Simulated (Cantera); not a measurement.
What does this Cantera script print?

```python
import numpy as np
import cantera as ct

gas = ct.Solution("gri30.yaml")
gas.TPX = 1350, 810000, {'CO': 1, 'H2': 0.28, 'CH4': 0.12, 'O2': 0.946, 'N2': 3.56}
reactor = ct.IdealGasReactor(gas, energy="on", clone=False)
net = ct.ReactorNet([reactor])
net.rtol, net.atol = 1e-08, 1e-16
show = ['CO', 'H2', 'CH4', 'O', 'C2H2', 'HCN']
times = np.geomspace(5e-06, 2, 14)

steps = ct.SolutionArray(gas, extra=["t"])
rows = []
print(f"{'t/s':>10s}{'T/K':>9s}{'P/Pa':>11s}" + "".join(f"{s:>11s}" for s in show))
for t in times:
    while net.time < t:
        t_next = net.step()
        steps.append(gas.state, t=t_next)
    rows.append([np.interp(t, steps.t, y) for y in (steps.T, steps.P, *steps(*show).X.T)])
    print(f"{t:10.3e}{rows[-1][0]:9.1f}{rows[-1][1]:11.4g}" + "".join(f"{x:11.3e}" for x in rows[-1][2:]))
rate = np.gradient(steps.T, steps.t)
print("integrator steps:", len(steps.t))
if steps.T.max() > steps.T[0] + 200:
    print(f"time of steepest temperature rise: {steps.t[rate.argmax()]:.4e} s")
gas.TPX = 1350, 810000, {'CO': 1, 'H2': 0.28, 'CH4': 0.12, 'O2': 0.946, 'N2': 3.56}
gas.equilibrate("UV")
print(f"equilibrium (UV): T = {gas.T:.1f} K  " + "  ".join(f"{s} {gas[s].X[0]:.3e}" for s in show))
```

Result:

```
       t/s      T/K       P/Pa         CO         H2        CH4          O       C2H2        HCN
 5.000e-06   1350.1  8.101e+05  1.693e-01  4.739e-02  2.030e-02  1.427e-06  1.567e-14  1.040e-16
 1.349e-05   1443.9  8.643e+05  1.689e-01  4.323e-02  1.677e-02  1.278e-04  2.924e-07  3.976e-10
 3.638e-05   3042.3  1.704e+06  6.583e-02  5.080e-03  1.443e-14  6.268e-03  1.190e-16  4.344e-09
 9.812e-05   3027.6  1.695e+06  6.590e-02  5.135e-03  1.519e-14  5.676e-03  1.183e-16  7.154e-09
 2.647e-04   3020.3  1.691e+06  6.596e-02  5.166e-03  1.560e-14  5.397e-03  1.179e-16  8.454e-09
 7.139e-04   3020.0  1.691e+06  6.597e-02  5.168e-03  1.562e-14  5.383e-03  1.179e-16  8.521e-09
 1.925e-03   3020.0  1.691e+06  6.597e-02  5.168e-03  1.562e-14  5.383e-03  1.179e-16  8.521e-09
 5.194e-03   3020.0  1.691e+06  6.597e-02  5.168e-03  1.562e-14  5.383e-03  1.179e-16  8.521e-09
 1.401e-02   3020.0  1.691e+06  6.597e-02  5.168e-03  1.562e-14  5.383e-03  1.179e-16  8.521e-09
 3.778e-02   3020.0  1.691e+06  6.597e-02  5.168e-03  1.562e-14  5.383e-03  1.179e-16  8.521e-09
 1.019e-01   3020.0  1.691e+06  6.597e-02  5.168e-03  1.562e-14  5.383e-03  1.179e-16  8.521e-09
 2.749e-01   3020.0  1.691e+06  6.597e-02  5.168e-03  1.562e-14  5.383e-03  1.179e-16  8.521e-09
 7.415e-01   3020.0  1.691e+06  6.597e-02  5.168e-03  1.562e-14  5.383e-03  1.179e-16  8.521e-09
 2.000e+00   3020.0  1.691e+06  6.597e-02  5.168e-03  1.562e-14  5.383e-03  1.179e-16  8.521e-09
integrator steps: 1710
time of steepest temperature rise: 1.6784e-05 s
equilibrium (UV): T = 3020.0 K  CO 6.597e-02  H2 5.168e-03  CH4 2.080e-14  O 5.383e-03  C2H2 1.249e-16  HCN 8.521e-09
```

Detailed kinetics in Cantera: GRI-Mech 3.0 (53 species, 325 reactions). Above 3000 K some thermodynamic fits are extrapolated.
